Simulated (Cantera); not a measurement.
A closed system holds: 1 mol Fe₃O₄, 0.032 mol Cl₂, 0.57 mol O₂, at 4.90 bar.

Cantera equilibrium calculation (NASA polynomials, part measured and part estimated; ideal gas, pure solids and liquids). Candidate condensed phases: Fe, FeCl₂, FeCl₃, FeO, Fe₂O₃, Fe₃O₄; 13 gas species. Kinetics and transport are ignored. All values below are at 1150 K.

Base state: O₂ 0.909, Cl₂ 0.0897, FeCl₃ 0.000656, Cl 0.000371, ClO 3.41e-5, FeCl₂ 1.99e-5 (mole fractions); condensed: Fe₂O₃(s).

Question: What changes in the equilibrium state with this change: O₂ from 0.57 to 0.39 mol?

Answer: 
```json
[
 {"species": "O₂", "before": "0.909", "after": "0.815"},
 {"species": "Cl₂", "before": "0.0897", "after": "0.182"},
 {"species": "FeCl₃", "before": "0.000656", "after": "0.00207"},
 {"species": "FeCl₂", "before": "1.99e-5", "after": "4.40e-5"},
 {"species": "Cl", "before": "0.000371", "after": "0.000529"},
 {"species": "ClO", "before": "3.41e-5", "after": "4.60e-5"},
 {"species": "Fe₂O₃(s), mol", "before": "1.50", "after": "1.50"}
]
```
